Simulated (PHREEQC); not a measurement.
Solution (25 °C): 0.041 mol CdCl2, 0.042 mol ZnCl2, 0.0023 mol NaF and 0.013 mol Na2SO4 per kg of water. Closed to the air; pH follows from the charge balance.

All values are PHREEQC results (ion-association model, phreeqc.dat), not measurements.

| quantity | before | after |
|---|---|---|
| pH | 5.42 | 5.65 |
| ionic strength (mol/kgw) | 0.186 | 0.0441 |
| Cl- (mol/kgw) | 0.122 | 0.0281 |
| SO4-2 (mol/kgw) | 0.00644 | 0.00158 |
| F- (mol/kgw) | 0.00195 | 0.000428 |
| NaSO4- (mol/kgw) | 0.000272 | 2.13e-5 |
| SI of Halite (NaCl) | -4.30 | -5.54 |

### Question
Name the change that produced these shifts.
(A) CdCl2 from 0.041 to 0.082 mol/kgw
(B) CdCl2 left out
(C) diluted 10-fold with water
(D) diluted 5-fold with water
(E) CdCl2 replaced by Cd(NO3)2 at the same molality

### Answer
D, diluted 5-fold with water

Precipitation was switched off in this run.
